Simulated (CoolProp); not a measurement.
Computed with CoolProp (reference Helmholtz-energy equation of state, de Reuck 1990).

### Question
Give the vapour pressure (kPa), liquid density (kg/m³), vapour density (kg/m³), liquid cp (kJ/(kg K)) of saturated fluorine at -143.25 °C.

### Answer
| T (°C) | p (kPa) | liquid density (kg/m³) | vapour density (kg/m³) | liquid cp (kJ/(kg K)) |
|---|---|---|---|---|
| -143.25 | 2730 | 1090 | 143 | 2.30 |
